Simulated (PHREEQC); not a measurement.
# City or well water: speciation

Model water analysis in mg/L, 25 °C, pH 6.67, pe 8.6:

```
constituent          mg/L
------------------  -----
Na                     19
K                    5.57
Ca                   17.4
Mg                   56.2
Cl                   11.3
S(6) as SO4           147
Alkalinity as HCO3    196
N(5) as NO3         0.044
Sr                   14.1
```

Valence states are taken as typed.

Equilibrium calculation in PHREEQC: ion-association model, phreeqc.dat.

```yaml
ionic_strength: 0.00974 mol/kgw
specific_conductance: 610 µS/cm
charge_balance_error: 1.6 %
```

```
species  molality  activity   log γ
-------  --------  --------  ------
HCO3-     0.00314   0.00285  -0.043
Mg+2      0.00200   0.00136  -0.169
CO2       0.00137   0.00137   0.001
SO4-2     0.00121  0.000815  -0.174
Na+      0.000822  0.000744  -0.044
Ca+2     0.000386  0.000260  -0.172
Cl-      0.000319  0.000288  -0.045
MgSO4    0.000259  0.000259   0.001
```

Precipitation was switched off in this run.
